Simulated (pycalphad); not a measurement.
Computed with pycalphad from the COST 507 light-alloy database (1999), at 1 atm. No gas phase is included, though pure Mg would boil below 1650 K. These are 1990s assessments: newer ones move some temperatures and phases. Kinetics are ignored, which matters at the lower temperatures.

Molar enthalpy of Si-40.23Mg (wt.%) in equilibrium (SER reference):

```tsv
T (K)	H (kJ/mol)	phases
1650	49.14	LIQUID
1575	46.86	LIQUID
1500	44.58	LIQUID
1425	42.29	LIQUID
1350	40.01	LIQUID
1300	38.50	LIQUID
1275	37.74	LIQUID
1200	8.21	MG2SI + DIAMOND_A4
1175	7.54	MG2SI + DIAMOND_A4
1125	6.21	MG2SI + DIAMOND_A4
1050	4.23	MG2SI + DIAMOND_A4
975	2.26	MG2SI + DIAMOND_A4
900	0.32	MG2SI + DIAMOND_A4
825	-1.61	MG2SI + DIAMOND_A4
750	-3.53	MG2SI + DIAMOND_A4
675	-5.41	MG2SI + DIAMOND_A4
600	-7.27	MG2SI + DIAMOND_A4
525	-9.10	MG2SI + DIAMOND_A4
450	-10.89	MG2SI + DIAMOND_A4
375	-12.61	MG2SI + DIAMOND_A4
```

Cooling from 1275 K to 1200 K, across the freezing range, releases 29.5 kJ/mol, or 1120 J/g. The slope is 30 J/(mol K) in the liquid and 27 J/(mol K) just below the solidus, where it includes any heat of precipitation. Liquidus 1263 K, solidus 1217 K. Changes were sought between steps of 25 K, so a narrower field can be missed.

Database names, with the compositions (at.%) that they take in these runs: MG2SI: Mg 67 Si 33. DIAMOND_A4 is diamond (Si).
